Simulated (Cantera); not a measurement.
A jet of CH4 : O2 : N2 = 0.039 : 0.089 : 0.79 (molar parts) at 300 K and 14000 Pa hits a platinum plate 4.2 cm away at a mass flux of 0.02 kg/m²/s; the plate temperature is set and raised in steps from an oxygen-covered start.

Detailed kinetics in Cantera: Deutschmann's 1995 Pt surface mechanism with GRI-Mech 3.0 gas chemistry. Catalytic surfaces can have several steady states; this one follows from the mechanism file's or the stated starting coverage.

One state of this run: wall x CH4 = 0.0157; wall x O2 = 0.0400; wall x H2O = 0.0501; wall x OH = 3.41e-8; wall x CO = 6.58e-6; wall x CO2 = 0.0329; θ free Pt = 0.234; θ O* = 0.764; θ OH* = 0.00235. x: mole fraction at the wall; θ: surface coverage.

### Question
Which value of plate T (K) does it belong to?
A. 900
B. 950
C. 850
D. 1050

### Answer
A, 900
